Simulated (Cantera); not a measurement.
Input: 1 mol V, 18 mol NH₃, at 2177 °C and 0.00133 bar.

Cantera equilibrium calculation (NASA polynomials, part measured and part estimated; ideal gas, pure solids and liquids). Candidate condensed phases: V, VN; 11 gas species. The numbers say what is thermodynamically allowed, not how fast it happens.

Base state: H₂ 0.421, H 0.357, N₂ 0.200, V 0.0222 (mole fractions); condensed: gas only.

**Question.** What changes in the equilibrium state with this change: temperature from 2177 °C to 477 °C?

**Answer.** 
```csv
species,before,after
H₂,0.421,0.761
N₂,0.200,0.239
H,0.357,<1e-9
V,0.0222,<1e-9
"VN(s), mol",0,1.00
```
VN: taken at fixed stoichiometry. Condensed phases not in the tables: V₂N.
